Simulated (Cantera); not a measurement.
A diamond (100) surface in a fixed gas of H2 with x(CH4) = 0.012, x(CH3) = 0.00013, at 1200 K, 0.0128 atm; coverages are run to steady state.

Cantera simulation using the Harris–Goodwin 1993 mechanism for the reconstructed diamond (100) surface; the numbers are that mechanism's predictions, not measurements.

One state of this run: growth (µm/h) = 0.372; θ c6HH = 0.440; θ c6H* = 0.0384; θ c6*H = 0.491; θ c6** = 0.0300; θ c6HM = 0.000561. θ: site fractions in the mechanism's names (c6HH fully hydrogenated, c6H* and c6*H radical sites, c6** diradical, c6HM methylated).

Which value of x(H) does it belong to?
A) 0.00024
B) 0.0086
C) 0.0001
D) 0.00059

B, 0.0086
